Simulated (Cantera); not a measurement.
Cantera run, input and output.

```python
import numpy as np
import cantera as ct

gas = ct.Solution("gri30.yaml")
gas.TPX = 1550, 85000, {'CH4': 1, 'CO2': 0.37, 'H2': 0.074}
reactor = ct.IdealGasConstPressureReactor(gas, energy="off", clone=False)
net = ct.ReactorNet([reactor])
net.rtol, net.atol = 1e-08, 1e-18
show = ['CH4', 'CO2', 'H2', 'HO2', 'H', 'OH', 'O2']
times = np.geomspace(5e-06, 30, 15)

steps = ct.SolutionArray(gas, extra=["t"])
rows = []
print(f"{'t/s':>10s}{'T/K':>9s}{'P/Pa':>11s}" + "".join(f"{s:>11s}" for s in show))
for t in times:
    while net.time < t:
        t_next = net.step()
        steps.append(gas.state, t=t_next)
    rows.append([np.interp(t, steps.t, y) for y in (steps.T, steps.P, *steps(*show).X.T)])
    print(f"{t:10.3e}{rows[-1][0]:9.1f}{rows[-1][1]:11.4g}" + "".join(f"{x:11.3e}" for x in rows[-1][2:]))
rate = np.gradient(steps.T, steps.t)
print("integrator steps:", len(steps.t))
if steps.T.max() > steps.T[0] + 200:
    print(f"time of steepest temperature rise: {steps.t[rate.argmax()]:.4e} s")
gas.TPX = 1550, 85000, {'CH4': 1, 'CO2': 0.37, 'H2': 0.074}
gas.equilibrate("TP")
print(f"equilibrium (TP): T = {gas.T:.1f} K  " + "  ".join(f"{s} {gas[s].X[0]:.3e}" for s in show))
```

Output:

```
       t/s      T/K       P/Pa        CH4        CO2         H2        HO2          H         OH         O2
 5.000e-06   1550.0    8.5e+04  6.925e-01  2.562e-01  5.125e-02  6.384e-18  1.100e-07  2.955e-10  2.075e-19
 1.524e-05   1550.0    8.5e+04  6.925e-01  2.562e-01  5.126e-02  2.138e-17  1.833e-07  4.930e-10  1.359e-18
 4.648e-05   1550.0    8.5e+04  6.924e-01  2.562e-01  5.129e-02  6.363e-17  3.975e-07  1.070e-09  1.144e-17
 1.417e-04   1550.0    8.5e+04  6.921e-01  2.562e-01  5.139e-02  1.181e-16  8.495e-07  2.288e-09  8.533e-17
 4.321e-04   1550.0    8.5e+04  6.914e-01  2.561e-01  5.178e-02  1.433e-16  1.221e-06  3.297e-09  4.326e-16
 1.317e-03   1550.0    8.5e+04  6.886e-01  2.559e-01  5.338e-02  1.706e-16  1.724e-06  4.719e-09  1.795e-15
 4.017e-03   1550.0    8.5e+04  6.771e-01  2.545e-01  6.113e-02  2.267e-16  2.567e-06  7.405e-09  7.495e-15
 1.225e-02   1550.0    8.5e+04  6.362e-01  2.476e-01  9.235e-02  3.860e-16  3.843e-06  1.262e-08  2.982e-14
 3.734e-02   1550.0    8.5e+04  5.356e-01  2.249e-01  1.720e-01  8.481e-16  6.453e-06  2.661e-08  1.040e-13
 1.139e-01   1550.0    8.5e+04  3.695e-01  1.706e-01  2.873e-01  1.790e-15  1.047e-05  6.499e-08  2.811e-13
 3.471e-01   1550.0    8.5e+04  1.841e-01  7.384e-02  3.796e-01  1.913e-15  1.555e-05  1.533e-07  3.635e-13
 1.058e+00   1550.0    8.5e+04  7.688e-02  1.803e-02  4.460e-01  8.435e-16  2.172e-05  2.049e-07  2.250e-13
 3.227e+00   1550.0    8.5e+04  6.130e-02  1.238e-02  4.942e-01  3.667e-16  2.412e-05  1.397e-07  1.030e-13
 9.839e+00   1550.0    8.5e+04  5.791e-02  6.000e-03  5.396e-01  6.243e-17  2.522e-05  5.763e-08  1.979e-14
 3.000e+01   1550.0    8.5e+04  5.484e-02  1.024e-03  5.692e-01  1.524e-18  2.594e-05  9.021e-09  5.367e-16
integrator steps: 1531
equilibrium (TP): T = 1550.0 K  CH4 5.415e-02  CO2 2.961e-07  H2 5.750e-01  HO2 1.402e-25  H 2.608e-05  OH 2.598e-12  O2 1.369e-22
```

Model: GRI-Mech 3.0 (53 species, 325 reactions), integrated in Cantera. GRI-Mech 3.0 stops at C3 and has no aromatics, soot or wall deposition, so with more carbon than oxygen in the feed, carbon stays in small species such as C2H2 where larger ones or solid carbon would form.
